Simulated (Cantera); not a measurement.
A Cantera script and its output.

```python
import numpy as np
import cantera as ct

surf = ct.Interface("diamond.yaml", "diamond_100")
gas, bulk = surf.adjacent["gas"], surf.adjacent["diamond"]
k = surf.kinetics_species_index(bulk.species_names[0])
cover = ["c6HH", "c6H*", "c6*H", "c6**", "c6HM", "c6B"]

rows, drift = [], 0.0
print(f"{'xCH3':>10s}{'um/h':>11s}" + "".join(f"{s:>11s}" for s in cover))
for v in [1e-06, 2.8e-06, 8.1e-06, 2.3e-05, 6.5e-05, 0.00019, 0.00053, 0.0015, 0.0043]:
    T, P, xH, xCH3 = 975, 4500, 0.00089, v
    gas.TPX = T, P, {"H": xH, "CH3": xCH3, "CH4": 0.0045, "H2": 1 - xH - xCH3 - 0.0045}
    surf.TP = bulk.TP = T, P
    surf.coverages = "c6H*:0.1, c6HH:0.9"
    surf.advance_coverages(100.0)
    before = surf.coverages
    surf.advance_coverages(100.0)
    drift = max(drift, np.max(np.abs(surf.coverages - before) / (surf.coverages + 1e-9)))
    rate = surf.net_production_rates[k] * bulk.mean_molecular_weight / bulk.density * 3.6e9
    rows.append([rate, *surf[cover].coverages])
    print(f"{v:10.4g}{rate:11.4e}" + "".join(f"{x:11.3e}" for x in rows[-1][1:]))
```

It prints:

```
      xCH3       um/h       c6HH       c6H*       c6*H       c6**       c6HM        c6B
     1e-06 1.8392e-02  6.224e-01  1.605e-02  3.532e-01  7.594e-03  5.897e-04  4.991e-11
   2.8e-06 5.1414e-02  6.215e-01  1.603e-02  3.527e-01  7.579e-03  1.649e-03  1.395e-10
   8.1e-06 1.4804e-01  6.190e-01  1.596e-02  3.512e-01  7.536e-03  4.747e-03  4.017e-10
   2.3e-05 4.1490e-01  6.119e-01  1.578e-02  3.471e-01  7.419e-03  1.330e-02  1.126e-09
   6.5e-05 1.1312e+00  5.931e-01  1.527e-02  3.360e-01  7.105e-03  3.628e-02  3.070e-09
   0.00019 2.9933e+00  5.441e-01  1.396e-02  3.072e-01  6.293e-03  9.604e-02  8.122e-09
   0.00053 6.6463e+00  4.478e-01  1.139e-02  2.507e-01  4.733e-03  2.135e-01  1.804e-08
    0.0015 1.1947e+01  3.074e-01  7.649e-03  1.683e-01  2.597e-03  3.847e-01  3.242e-08
    0.0043 1.6873e+01  1.756e-01  4.132e-03  9.090e-02  9.189e-04  5.459e-01  4.579e-08
```

Computed with Cantera and the Harris–Goodwin 1993 mechanism for the reconstructed diamond (100) surface.
